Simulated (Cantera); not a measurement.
# Premixed flame

A freely propagating, adiabatic, planar premixed flame of 44.2 % H2, 14.2 % O2, 41.6 % N2, unburnt at 348 K and 0.987 atm; mixture-averaged transport, grid criteria slope 0.08 and curve 0.16, no radiation.

Model: the H2/O2 subset of GRI-Mech 3.0, which has no nitrogen chemistry, integrated in Cantera. Burning velocities carry a grid error of a few per cent, more on coarse grids.

```json
[
 {"z (mm)": "-1.02", "T (K)": "348", "u (m/s)": "4.73", "x H2": "0.442", "x O2": "0.142", "x H": "<1e-8", "x OH": "<1e-8", "x O": "<1e-8", "x HO2": "<1e-8"},
 {"z (mm)": "-0.682", "T (K)": "348", "u (m/s)": "4.73", "x H2": "0.442", "x O2": "0.142", "x H": "<1e-8", "x OH": "<1e-8", "x O": "<1e-8", "x HO2": "<1e-8"},
 {"z (mm)": "-0.511", "T (K)": "348", "u (m/s)": "4.73", "x H2": "0.442", "x O2": "0.142", "x H": "<1e-8", "x OH": "<1e-8", "x O": "<1e-8", "x HO2": "<1e-8"},
 {"z (mm)": "-0.341", "T (K)": "348", "u (m/s)": "4.73", "x H2": "0.442", "x O2": "0.142", "x H": "<1e-8", "x OH": "<1e-8", "x O": "<1e-8", "x HO2": "2.84e-8"},
 {"z (mm)": "-0.170", "T (K)": "358", "u (m/s)": "4.85", "x H2": "0.440", "x O2": "0.142", "x H": "2.33e-6", "x OH": "6.82e-6", "x O": "9.49e-7", "x HO2": "6.02e-5"},
 {"z (mm)": "-0.0852", "T (K)": "635", "u (m/s)": "8.33", "x H2": "0.406", "x O2": "0.138", "x H": "0.00454", "x OH": "0.00133", "x O": "0.000184", "x HO2": "0.000364"},
 {"z (mm)": "0", "T (K)": "1134", "u (m/s)": "14.3", "x H2": "0.304", "x O2": "0.104", "x H": "0.0407", "x OH": "0.00236", "x O": "0.00323", "x HO2": "0.000114"},
 {"z (mm)": "0.0852", "T (K)": "1479", "u (m/s)": "18.5", "x H2": "0.193", "x O2": "0.0399", "x H": "0.0826", "x OH": "0.00653", "x O": "0.00687", "x HO2": "3.91e-5"},
 {"z (mm)": "0.170", "T (K)": "1642", "u (m/s)": "20.4", "x H2": "0.153", "x O2": "0.0121", "x H": "0.0931", "x OH": "0.00886", "x O": "0.00589", "x HO2": "1.14e-5"},
 {"z (mm)": "0.341", "T (K)": "1789", "u (m/s)": "22.0", "x H2": "0.148", "x O2": "0.00441", "x H": "0.0835", "x OH": "0.0105", "x O": "0.00469", "x HO2": "3.88e-6"},
 {"z (mm)": "0.682", "T (K)": "1937", "u (m/s)": "23.6", "x H2": "0.156", "x O2": "0.00296", "x H": "0.0666", "x OH": "0.0112", "x O": "0.00356", "x HO2": "2.41e-6"},
 {"z (mm)": "1.36", "T (K)": "2082", "u (m/s)": "25.1", "x H2": "0.163", "x O2": "0.00188", "x H": "0.0497", "x OH": "0.0106", "x O": "0.00233", "x HO2": "1.48e-6"},
 {"z (mm)": "2.73", "T (K)": "2209", "u (m/s)": "26.3", "x H2": "0.169", "x O2": "0.00103", "x H": "0.0348", "x OH": "0.00904", "x O": "0.00130", "x HO2": "8.39e-7"}
]
```
x: mole fraction of selected species; z is measured from the peak of heat release.

| Item | Result |
|---|---|
| laminar burning velocity | 473 cm/s |
| thermal thickness | 0.341 mm |
| peak x(H) | 0.0931 |
| peak x(OH) | 0.0112 |
| peak x(O) | 0.00687 |
| peak x(HO2) | 0.000545 |
